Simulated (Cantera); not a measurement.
# Ignition delay

Mixture: 5.52 % CH₄, 0.938 % C₂H₆, 17.4 % O₂, 65.6 % N₂, 10.5 % H₂O, equivalence ratio 0.82, at 6450 Torr, adiabatic and at constant pressure. Ignition delay is the time to a rise of 400 K.

Model: GRI-Mech 3.0 (53 species, 325 reactions), integrated in Cantera.

```
T0 (K)  delay (ms)
------  ----------
1275         0.374
1350         0.167
1425        0.0846
1500        0.0463
1575        0.0267
1650        0.0159
1725       0.00982
1800       0.00631
1875       0.00423
```

```json
{
  "apparent activation energy between 1725 and 1875 K": "150 kJ/mol"
}
```
